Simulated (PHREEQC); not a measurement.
Consider water at 20 °C with 0.85 mol/kgw K2HPO4. Closed to the air; pH follows from the charge balance.

Computed with PHREEQC (ion-association model, phreeqc.dat).

### Question
The ionic strength comes out as 2.11 mol/kgw. What activity coefficients do H2PO4-, PO4-3, OH-, HPO4-2, KHPO4- get?

### Answer
H2PO4- 0.62, PO4-3 0.0053, OH- 0.53, HPO4-2 0.14, KHPO4- 0.62.

No solid was allowed to form. Ionic strength above about 0.7 mol/kgw puts this run outside the model's range.
